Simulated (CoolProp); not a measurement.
Vapour pressure (bar) of chlorine: the reference equation beside estimates from Tc = 416.9 K, pc = 76.42 bar, ω = 0.070. Clausius-Clapeyron is anchored at 265.1 K with a constant enthalpy of vaporisation of 19.24 kJ/mol.

Model: reference Helmholtz-energy equation of state, Thol 2021, in CoolProp.

```csv
T (K),reference,Lee-Kesler,Clausius-Clapeyron,van der Waals,Redlich-Kwong,Soave-Redlich-Kwong,Peng-Robinson
253.9,1.857,1.888,1.907,7.235,1.829,1.881,1.924
259.5,2.292,2.323,2.321,8.184,2.280,2.315,2.359
265.1,2.802,2.832,2.802,9.214,2.811,2.824,2.866
270.7,3.394,3.422,3.357,10.33,3.428,3.413,3.453
276.3,4.077,4.100,3.992,11.53,4.142,4.092,4.127
281.9,4.857,4.875,4.714,12.81,4.958,4.867,4.897
287.5,5.745,5.753,5.532,14.19,5.887,5.748,5.769
293.1,6.747,6.744,6.451,15.67,6.936,6.744,6.754
298.7,7.874,7.855,7.481,17.24,8.113,7.862,7.858
304.3,9.133,9.095,8.627,18.91,9.427,9.112,9.092
```

Absolute difference from the reference over all 10 rows, mean and median: Lee-Kesler 0.7 and 0.5 %, Clausius-Clapeyron 2.9 and 2.8 %, van der Waals 183.2 and 173.3 %, Redlich-Kwong 1.9 and 1.8 %, Soave-Redlich-Kwong 0.5 and 0.3 %, Peng-Robinson 1.4 and 1.0 %.
